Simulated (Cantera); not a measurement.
Mixture: H₂ : O₂ : N₂ = 1 : 0.263 : 0.989 (molar parts), equivalence ratio 1.9, at 24.0 bar, adiabatic and at constant volume. Ignition delay is the time to a rise of 400 K.

Model: the H2/O2 subset of GRI-Mech 3.0, which has no nitrogen chemistry, integrated in Cantera. The hydrogen kinetics of GRI-Mech 3.0 are dated; newer H2 mechanisms differ, most at raised pressure. The pressure lies above the range GRI-Mech 3.0 was tuned for (to about 10 atm). Below about 950 K walls govern HO2 and H2O2 in real vessels.

### Question
Predict: delay at 923 K; delay at 1123 K; delay at 1323 K; delay at 1523 K; apparent activation energy between 1423 and 1623 K.

### Answer
| Quantity | Result |
|---|---|
| delay at 923 K | 23.7 ms |
| delay at 1123 K | 0.342 ms |
| delay at 1323 K | 9.62 µs |
| delay at 1523 K | 0.729 µs |
| apparent activation energy between 1423 and 1623 K | 130 kJ/mol |
